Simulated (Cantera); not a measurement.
Input: 1 mol C2F6, 0.026 mol CH4, 0.31 mol H2, at 1052 °C and 0.645 Torr.

Cantera equilibrium calculation (NASA polynomials, part measured and part estimated; ideal gas, pure solids and liquids). Candidate condensed phases: C, C6H6, C7H8, C8H18; 95 gas species. The feed counts by its element totals alone. Gases not in the tables: C2F6 and larger saturated fluorocarbons. Kinetics and transport are ignored.

Base state: CF4 0.646, HF 0.354, CF2 6.04e-5, F 1.23e-5, CF3 1.19e-5 (mole fractions); condensed: C(graphite).

What changes in the equilibrium state with this change: temperature from 1052 °C to 2400 °C?


```csv
species,before,after
F,1.23e-5,0.805
HF,0.354,0.120
CF,<1e-9,0.0431
CF4,0.646,7.42e-7
CF2,6.04e-5,0.0204
C3,<1e-9,0.00712
C,<1e-9,0.00179
"C(graphite), mol",0.707,1.50
```

What changes in the equilibrium state with this change: temperature from 1052 °C to 1977 °C?


```csv
species,before,after
F,1.23e-5,0.590
CF2,6.04e-5,0.236
HF,0.354,0.153
CF4,0.646,0.00987
CF,<1e-9,0.00815
H,<1e-9,1.69e-5
"C(graphite), mol",0.707,0.814
```
